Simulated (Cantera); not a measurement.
A perfectly stirred reactor is fed with H₂ : O₂ : N₂ : H₂O = 1 : 0.806 : 3.15 : 0.17 (molar parts), at 450000 Pa; it is adiabatic with a 750 K inlet, and is followed from long to short residence time, starting on the burning branch (τ in s: 0.27, 0.11, 0.044, 0.018, 0.0073, 0.0029, 0.0012, 0.00048, 0.00019, 7.9e-05, 3.2e-05).

Model: GRI-Mech 3.0 (53 species, 325 reactions), integrated in Cantera. The hydrogen kinetics of GRI-Mech 3.0 are dated; newer H2 mechanisms differ, most at raised pressure.

Task: What does this change do: pressure from 450000 Pa to 1000000 Pa?

Result: 
```json
[
 {"quantity": "blow-out, bracketed by the residence times tried", "before": "burning at 32.0 µs, the shortest tried", "after": "burning at 32.0 µs, the shortest tried"},
 {"quantity": "x(H₂) at τ = 0.270 s", "before": "0.000380", "after": "0.000257"},
 {"quantity": "x(O₂) at τ = 0.270 s", "before": "0.0638", "after": "0.0636"},
 {"quantity": "x(H₂O) at τ = 0.270 s", "before": "0.251", "after": "0.251"},
 {"quantity": "x(O) at τ = 0.270 s", "before": "0.000226", "after": "0.000153"},
 {"quantity": "x(N₂O) at τ = 0.270 s", "before": "6.15e-7", "after": "9.22e-7"},
 {"quantity": "x(H₂) at τ = 2.90 ms", "before": "0.000816", "after": "0.000432"},
 {"quantity": "x(O₂) at τ = 2.90 ms", "before": "0.0651", "after": "0.0653"},
 {"quantity": "x(H₂O) at τ = 2.90 ms", "before": "0.249", "after": "0.251"},
 {"quantity": "x(O) at τ = 2.90 ms", "before": "0.000414", "after": "0.000211"},
 {"quantity": "x(N₂O) at τ = 2.90 ms", "before": "8.91e-7", "after": "1.13e-6"}
]
```
